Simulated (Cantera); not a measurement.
An isothermal, constant-pressure homogeneous reactor starts with NO : N2 = 1 : 0.34 (molar parts), at 1648 K and 69000 Pa.

Cantera simulation using GRI-Mech 3.0 (53 species, 325 reactions); the numbers are that mechanism's predictions, not measurements.

Problem. Predict: x(NO) at 100 s; x(N2) at 100 s; x(O2) at 100 s; x(N2O) at 100 s; x(O) at 100 s; x(NO2) at 100 s.

Solution. 
```
Property                                           Result
---------------  ----------------------------------------
x(NO) at 100 s     0.0955 (gas-phase equilibrium 0.00282)
x(N2) at 100 s        0.579 (gas-phase equilibrium 0.625)
x(O2) at 100 s        0.325 (gas-phase equilibrium 0.372)
x(N2O) at 100 s   3.32e-6 (gas-phase equilibrium 1.23e-7)
x(O) at 100 s     1.75e-5 (gas-phase equilibrium 1.87e-5)
x(NO2) at 100 s  0.000350 (gas-phase equilibrium 1.10e-5)
```
